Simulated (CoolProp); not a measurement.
Values from CoolProp's reference Helmholtz-energy equation of state, Lemmon 2013.

Question: Give the vapour pressure (MPa), liquid density (kg/m³), liquid cp (kJ/(kg K)), surface tension (mN/m) of saturated propylene at -89.35, -48.75, -35.15 °C.

Answer: 
```
T (°C)  p (MPa)  liquid density (kg/m³)  liquid cp (kJ/(kg K))  surface tension (mN/m)
------  -------  ----------------------  ---------------------  ----------------------
-89.35  0.00919                     660                   2.08                    22.9
-48.75   0.0962                     611                   2.19                    16.9
-35.15    0.173                     594                   2.24                    15.0
```

Surface tension comes from a separate correlation (Mulero 2012).
